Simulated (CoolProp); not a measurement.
The fluid at 441.74 K and 6.07 MPa flows at 1.5 m/s in a round tube of 100 mm bore and 0.25 µm roughness, fully developed (64/Re and Nu = 3.66 if laminar; Colebrook and Gnielinski if turbulent). The same conditions are run with several fluids, on thermodynamics alone (safety and materials aside).

Values from CoolProp's reference Helmholtz-energy equation of state of each fluid (n-octane: Beckmüller 2019; m-xylene: Zhou 2012; toluene: Lemmon 2006; water: Wagner 2002; n-hexane: Thol 2019).

```tsv
fluid	Reynolds number	Darcy friction factor	pressure drop (Pa/m)	heat-transfer coefficient (W/(m² K))	mass flow (kg/h)
n-octane	547000	0.0130	85.3	2020	24800
m-xylene	573000	0.0129	107	2120	31200
toluene	608000	0.0127	104	2140	30900
water	833000	0.0121	123	8750	38300
n-hexane	756000	0.0123	71.6	2180	22000
```

Transport values come from each fluid's own correlations.
